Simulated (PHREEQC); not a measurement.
Consider water at 25 °C with 0.0085 mol HBr, 0.082 mol FeCl3 and 0.1 mol MgCl2 per kg of water. Closed to the air; pH follows from the charge balance.

Equilibrium calculation in PHREEQC: ion-association model, phreeqc.dat.

- pH: 1.93
- ionic strength: 0.585 mol/kgw
- activity of water: 0.990
- total alkalinity: -172 meq/kg

| species | molality | activity | log γ |
|---|---|---|---|
| Cl- | 0.371 | 0.237 | -0.194 |
| Mg+2 | 0.100 | 0.0290 | -0.538 |
| FeCl+2 | 0.0451 | 0.00917 | -0.692 |
| H+ | 0.0156 | 0.0118 | -0.120 |
| Fe+3 | 0.0152 | 0.00128 | -1.076 |
| FeCl2+ | 0.0145 | 0.00973 | -0.173 |
| Br- | 0.00850 | 0.00509 | -0.222 |
| FeOH+2 | 0.00339 | 0.000690 | -0.692 |
| Fe2(OH)2+4 | 0.00163 | 1.28e-5 | -2.105 |
| FeCl3 | 0.000202 | 0.000231 | 0.058 |
| Fe3(OH)4+5 | 9.93e-5 | 5.11e-8 | -3.288 |
| Fe(OH)2+ | 2.79e-5 | 1.91e-5 | -0.166 |

Precipitation was switched off in this run. The solution is supersaturated, for example in Hematite (slow to form), Goethite (slow to form), so a real one may precipitate; this is no full list. Species that the database lacks are ignored.
